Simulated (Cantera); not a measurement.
What does this Cantera script print?

```python
import numpy as np
import cantera as ct

gas_names = """
    Cr CrN CrO CrO2 CrO3 N NO NO2 NO3 N2 N2O O O2 O3
""".split()
cond_names = """
    Cr(cr) Cr(L) CrN(s) Cr2N(s) Cr2O3(s) Cr2O3(L)
""".split()


# ... load() reads the species with a 1 bar reference pressure and builds the phases ...
atoms = {
    'Cr': {'Cr': 1},
    'N2O': {'N': 2, 'O': 1},
    'N2': {'N': 2},
}
top_T = {'CrN(s)': 1900, 'Cr2N(s)': 1900}  # K; cautious upper limits of use, not melting points


# ... equilibrate(T, P, feed) seeds the gas with the atoms and calls Mixture.equilibrate('TP', solver="vcs", rtol=1e-11, max_steps=5000) ...
results = []
feed = {'Cr': 1, 'N2O': 0.17, 'N2': 70}  # mol
P = 300  # Pa
for T in [775, 875, 975, 1075, 1175, 1275, 1375, 1475, 1575, 1675, 1775, 1875, 1975, 2075]:
    mix = equilibrate(T, P, feed)
    results.append((T, P, feed, dict(zip(mix.species_names, mix.species_moles))))

top = {s: max(r[3][s] / sum(r[3][g] for g in gas_names) for r in results) for s in gas_names}
cols = sorted((s for s in top if top[s] > 1e-06), key=lambda s: -top[s])[:8]
seen = [c for c in cond_names if any(r[3].get(c, 0) > 1e-12 for r in results)]
print("log10 of partial pressures in bar; condensed amounts in mol")
print(f"{'T/K':>10s}" + "".join(f"{s[:9]:>10s}" for s in cols + seen))
for T, P, feed, n in results:
    ng = sum(n[g] for g in gas_names)
    print(f"{T:10.4g}" + "".join(f"{np.log10(max(n[s] / ng * P / 1e5, 1e-99)):10.3f}" for s in cols)
          + "".join(f"{n.get(c, 0):10.4g}" for c in seen))
```

It prints:

```
log10 of partial pressures in bar; condensed amounts in mol
       T/K        N2        Cr       CrO      CrO2        NO         O        O2    Cr(cr)    CrN(s)   Cr2N(s)  Cr2O3(s)
       775    -2.523   -21.522   -28.588   -33.780   -25.911   -32.778   -38.299         0    0.8867         0   0.05667
       875    -2.523   -17.616   -23.991   -28.903   -22.897   -28.526   -33.678         0    0.8867         0   0.05667
       975    -2.523   -14.520   -20.348   -25.036   -20.501   -25.145   -30.006         0    0.8867         0   0.05667
      1075    -2.523   -12.102   -17.422   -21.866   -18.488   -22.328   -26.892         0         0    0.4433   0.05667
      1175    -2.523   -10.241   -15.049   -19.196   -16.725   -19.897   -24.122         0         0    0.4433   0.05667
      1275    -2.523    -8.679   -13.054   -16.951   -15.239   -17.845   -21.787         0         0    0.4433   0.05667
      1375    -2.523    -7.472   -11.397   -14.997   -13.886   -16.009   -19.626    0.8859         0         0   0.05667
      1475    -2.523    -6.477    -9.983   -13.298   -12.687   -14.392   -17.701    0.8789         0         0   0.05667
      1575    -2.523    -5.613    -8.754   -11.818   -11.641   -12.980   -16.019    0.8296         0         0   0.05665
      1675    -2.525    -4.855    -7.676   -10.519   -10.720   -11.735   -14.537    0.5587         0         0    0.0565
      1775    -2.528    -4.427    -6.803    -9.289    -9.743   -10.469   -12.901         0         0         0   0.05541
      1875    -2.528    -4.429    -6.153    -8.066    -8.614    -9.084   -10.930         0         0         0   0.05096
      1975    -2.529    -4.437    -5.574    -6.969    -7.597    -7.836    -9.155         0         0         0   0.03356
      2075    -2.529    -4.447    -5.227    -6.327    -6.852    -6.882    -7.897         0         0         0         0
```

Method: chemical equilibrium by Gibbs-energy minimisation in Cantera with the NASA 1993 tables (ideal gas, pure condensed phases). Mutual solubility and eutectic melting of coexisting phases are not modelled.
